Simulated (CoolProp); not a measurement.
Saturation properties of ethylene.

Model: reference Helmholtz-energy equation of state, Smukala 2000, in CoolProp.

| T (K) | p (MPa) | liquid density (kg/m³) | vapour density (kg/m³) | enthalpy of vaporisation (kJ/kg) | liquid cp (kJ/(kg K)) |
|---|---|---|---|---|---|
| 189.4 | 0.2874 | 538.0 | 5.500 | 451.2 | 2.474 |
| 196.1 | 0.3869 | 527.5 | 7.276 | 439.6 | 2.506 |
| 202.7 | 0.5080 | 516.8 | 9.425 | 427.4 | 2.546 |
| 209.4 | 0.6575 | 505.5 | 12.08 | 414.1 | 2.596 |
| 216 | 0.8341 | 494.0 | 15.24 | 400.1 | 2.657 |
| 222.6 | 1.043 | 481.8 | 19.03 | 384.9 | 2.732 |
| 229.3 | 1.291 | 468.8 | 23.65 | 368.2 | 2.828 |
| 235.9 | 1.575 | 455.1 | 29.12 | 350.1 | 2.950 |
| 242.6 | 1.907 | 440.2 | 35.82 | 329.7 | 3.112 |
| 249.2 | 2.281 | 424.1 | 43.88 | 307.2 | 3.331 |
| 255.8 | 2.705 | 406.2 | 53.85 | 281.6 | 3.650 |
| 262.5 | 3.192 | 385.3 | 66.78 | 251.0 | 4.178 |

It boils at 169.4 K under 1 atm.
